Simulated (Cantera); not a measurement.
An isothermal, constant-pressure homogeneous reactor starts with 10.3 % H2, 51.3 % O2, 38.5 % N2, at 1375 K and 15.0 Torr.

Computed with Cantera and GRI-Mech 3.0 (53 species, 325 reactions). Radical loss at walls, strong at low pressure, is not modelled. The temperature is held fixed by assumption; the heat of reaction is taken as removed at once.

One state of this run: x H2 = 1.79e-6; x O2 = 0.486; x H2O = 0.108; x HO2 = 4.69e-8; x NO = 3.58e-6. x: mole fraction; the columns are a selection and need not sum to one.

**Question.** Which value of t (s) does it belong to?
A) 2.00
B) 3.00e-5
C) 0.000166
D) 0.851

**Answer.** A, 2.00
